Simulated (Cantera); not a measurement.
# Thermodynamics of abatement and gas-phase synthesis, feed H₂O + SO₂ + N₂

Input: 1 mol H₂O, 0.084 mol SO₂, 1.6 mol N₂, equilibrated at 1.00 bar.

Cantera equilibrium calculation (NASA polynomials, part measured and part estimated; ideal gas, pure solids and liquids). Candidate condensed phases: H₂O, H₂SO₄, S; 35 gas species. Rates play no part.

```csv
T (K),x N₂,x H₂O,x H,x H₂,x OH,x O,x SO₂,x O₂,x NO,x SO
2150,0.593,0.363,0.000336,0.00634,0.00248,9.27e-5,0.0308,0.00225,0.00101,0.000341
2350,0.589,0.351,0.00147,0.0139,0.00641,0.000459,0.0300,0.00482,0.00228,0.000953
2550,0.581,0.329,0.00505,0.0262,0.0139,0.00175,0.0283,0.00896,0.00444,0.00221
2750,0.566,0.293,0.0142,0.0433,0.0259,0.00538,0.0253,0.0147,0.00767,0.00435
2950,0.543,0.242,0.0339,0.0630,0.0417,0.0138,0.0208,0.0211,0.0118,0.00728
3150,0.511,0.181,0.0693,0.0801,0.0580,0.0302,0.0151,0.0267,0.0163,0.0103
3350,0.472,0.117,0.123,0.0882,0.0688,0.0567,0.00942,0.0291,0.0201,0.0122
```
x: gas mole fraction; nothing condenses.

From 2150 K to 3350 K nothing is condensed.
